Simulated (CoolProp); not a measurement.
Values from CoolProp's reference Helmholtz-energy equation of state, Thol 2016.

**Question.** Give the vapour pressure (MPa), liquid density (kg/m³), surface tension (mN/m) of saturated hexamethyldisiloxane (MM) at 286.1 K.

**Answer.** 
| T (K) | p (MPa) | liquid density (kg/m³) | surface tension (mN/m) |
|---|---|---|---|
| 286.1 | 0.00293 | 772 | 16.5 |

Surface tension comes from a separate correlation (Mulero 2014), older than this fluid's equation and unchecked against measurements.
